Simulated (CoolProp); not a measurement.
Properties of carbonyl sulfide along the isobar 101 kPa (Tc = 378.8 K, pc = 6369 kPa, ω = 0.098).

Computed with CoolProp (reference Helmholtz-energy equation of state, Lemmon 2006). It is a short technical equation, of lower accuracy than the large ones.

```
T (K)   phase  cp (kJ/(kg K))  speed of sound (m/s)  Joule-Thomson coefficient (K/MPa)  isothermal compressibility (1/MPa)
-----  ------  --------------  --------------------  ---------------------------------  ----------------------------------
190    liquid           1.163                  1189                            -0.4789                                   ?
204.6  liquid           1.167                  1120                            -0.4609                                   ?
219.2  liquid           1.178                  1052                            -0.4350                            0.001274
233.9     gas               ?                 200.7                              39.17                               10.15
248.5     gas          0.6653                 206.7                              32.86                               10.10
263.1     gas          0.6754                     ?                              28.02                               10.07
277.7     gas               ?                 218.0                                  ?                               10.04
292.4     gas          0.6968                 223.5                              21.15                               10.02
307       gas          0.7074                 228.7                              18.68                               10.00
```

Question: Some entries are withheld; supply them.

Answer: 
- 190, isothermal compressibility (1/MPa): 0.0009145
- 204.6, isothermal compressibility (1/MPa): 0.001074
- 233.9, cp (kJ/(kg K)): 0.6564
- 263.1, speed of sound (m/s): 212.5
- 277.7, cp (kJ/(kg K)): 0.6860
- 277.7, Joule-Thomson coefficient (K/MPa): 24.22
